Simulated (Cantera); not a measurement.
An isothermal, constant-pressure homogeneous reactor starts with NH3 : N2 = 1 : 0.42 (molar parts), at 1975 K and 21000 Pa.

Detailed kinetics in Cantera: the gas-phase N/H chemistry of the illustrative SiF4/NH3 mechanism in the Surface Chemkin manual (1991). Walls and surfaces, which speed up NH3 decomposition in real reactors, are not modelled.

x: mole fraction; the columns are a selection and need not sum to one.

| t (s) | x NH3 | x N2H4 | x NH | x H2 | x NH2 |
|---|---|---|---|---|---|
| 5.00e-6 | 0.704 | 1.30e-11 | 4.51e-10 | 5.58e-6 | 1.15e-5 |
| 1.46e-5 | 0.704 | 1.33e-10 | ___ | ___ | ___ |
| 4.29e-5 | 0.704 | 1.20e-9 | 7.14e-8 | 5.09e-5 | 0.000101 |
| 0.000126 | 0.704 | 1.02e-8 | 7.51e-7 | 0.000155 | 0.000294 |
| 0.000368 | 0.703 | 6.79e-8 | 3.77e-6 | 0.000600 | 0.000755 |
| 0.00108 | 0.700 | 1.45e-7 | 6.79e-6 | 0.00307 | 0.00110 |
| 0.00316 | 0.690 | 1.39e-7 | 7.64e-6 | 0.0113 | 0.00108 |
| 0.00926 | 0.664 | ___ | ___ | ___ | 0.00100 |
| 0.0271 | 0.594 | 9.11e-8 | 1.05e-5 | 0.0965 | 0.000874 |
| 0.0795 | 0.439 | 5.61e-8 | 1.09e-5 | 0.233 | 0.000686 |
| 0.233 | 0.207 | 2.00e-8 | 9.22e-6 | 0.437 | 0.000410 |
| 0.683 | 0.0366 | 1.93e-9 | 5.26e-6 | 0.587 | 0.000127 |
| 2.00 | 0.000617 | 4.92e-12 | 8.15e-7 | 0.617 | 6.44e-6 |

### Question
Fill in the missing entries.

### Answer

- 1.46e-5, x NH: 5.41e-9
- 1.46e-5, x H2: 1.71e-5
- 1.46e-5, x NH2: 3.45e-5
- 0.00926, x N2H4: 1.19e-7
- 0.00926, x NH: 9.01e-6
- 0.00926, x H2: 0.0347
